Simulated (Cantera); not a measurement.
A Cantera script and its output.

```python
import numpy as np
import cantera as ct

gas = ct.Solution("gri30.yaml")
gas.TPX = 1650, 34000, {'CH3OH': 1, 'O2': 2.11, 'N2': 7.94}
reactor = ct.IdealGasReactor(gas, energy="on", clone=False)
net = ct.ReactorNet([reactor])
net.rtol, net.atol = 1e-08, 1e-16
show = ['CH3OH', 'O2', 'NO', 'CO', 'C2H6', 'H2O', 'NO2']
times = np.geomspace(3e-06, 0.4, 15)

steps = ct.SolutionArray(gas, extra=["t"])
rows = []
print(f"{'t/s':>10s}{'T/K':>9s}{'P/Pa':>11s}" + "".join(f"{s:>11s}" for s in show))
for t in times:
    while net.time < t:
        t_next = net.step()
        steps.append(gas.state, t=t_next)
    rows.append([np.interp(t, steps.t, y) for y in (steps.T, steps.P, *steps(*show).X.T)])
    print(f"{t:10.3e}{rows[-1][0]:9.1f}{rows[-1][1]:11.4g}" + "".join(f"{x:11.3e}" for x in rows[-1][2:]))
rate = np.gradient(steps.T, steps.t)
print("integrator steps:", len(steps.t))
if steps.T.max() > steps.T[0] + 200:
    print(f"time of steepest temperature rise: {steps.t[rate.argmax()]:.4e} s")
gas.TPX = 1650, 34000, {'CH3OH': 1, 'O2': 2.11, 'N2': 7.94}
gas.equilibrate("UV")
print(f"equilibrium (UV): T = {gas.T:.1f} K  " + "  ".join(f"{s} {gas[s].X[0]:.3e}" for s in show))
```

It prints:

```
       t/s      T/K       P/Pa      CH3OH         O2         NO         CO       C2H6        H2O        NO2
 3.000e-06   1649.9    3.4e+04  9.042e-02  1.909e-01  1.349e-13  7.373e-06  3.433e-10  3.469e-05  1.574e-17
 6.969e-06   1649.9    3.4e+04  9.030e-02  1.908e-01  5.143e-13  1.763e-05  3.831e-09  8.679e-05  4.781e-16
 1.619e-05   1649.9  3.401e+04  8.999e-02  1.906e-01  1.548e-12  4.260e-05  3.498e-08  2.205e-04  9.333e-15
 3.761e-05   1650.9  3.405e+04  8.894e-02  1.899e-01  5.196e-12  1.168e-04  1.776e-07  7.074e-04  1.759e-13
 8.738e-05   1663.6  3.445e+04  8.286e-02  1.863e-01  2.842e-11  7.723e-04  3.074e-07  4.334e-03  4.437e-12
 2.030e-04   2330.6  5.386e+04  2.236e-17  6.974e-02  1.118e-05  4.915e-02  7.640e-27  1.202e-01  1.258e-09
 4.715e-04   2647.1  5.994e+04  1.483e-17  6.187e-02  7.348e-04  3.426e-02  6.022e-32  1.303e-01  1.673e-07
 1.095e-03   2737.9  6.159e+04  1.884e-17  5.942e-02  3.784e-03  3.167e-02  1.051e-31  1.351e-01  1.110e-06
 2.545e-03   2733.6  6.145e+04  1.904e-17  5.705e-02  9.281e-03  3.157e-02  1.088e-31  1.356e-01  2.689e-06
 5.912e-03   2728.8  6.131e+04  1.916e-17  5.494e-02  1.421e-02  3.151e-02  1.115e-31  1.361e-01  4.059e-06
 1.373e-02   2727.7  6.128e+04  1.919e-17  5.444e-02  1.538e-02  3.150e-02  1.122e-31  1.362e-01  4.379e-06
 3.191e-02   2727.7  6.128e+04  1.919e-17  5.443e-02  1.540e-02  3.150e-02  1.122e-31  1.362e-01  4.386e-06
 7.412e-02   2727.7  6.128e+04  1.919e-17  5.443e-02  1.540e-02  3.150e-02  1.122e-31  1.362e-01  4.386e-06
 1.722e-01   2727.7  6.128e+04  1.919e-17  5.443e-02  1.540e-02  3.150e-02  1.122e-31  1.362e-01  4.386e-06
 4.000e-01   2727.7  6.128e+04  1.919e-17  5.443e-02  1.540e-02  3.150e-02  1.122e-31  1.362e-01  4.386e-06
integrator steps: 1718
time of steepest temperature rise: 1.8602e-04 s
equilibrium (UV): T = 2727.7 K  CH3OH 1.998e-17  O2 5.443e-02  NO 1.540e-02  CO 3.150e-02  C2H6 2.140e-31  H2O 1.362e-01  NO2 4.386e-06
```

Cantera simulation using GRI-Mech 3.0 (53 species, 325 reactions); the numbers are that mechanism's predictions, not measurements. GRI-Mech 3.0 was tuned for natural gas; its chemistry of methanol as a main component is partial and can be far from experiment.
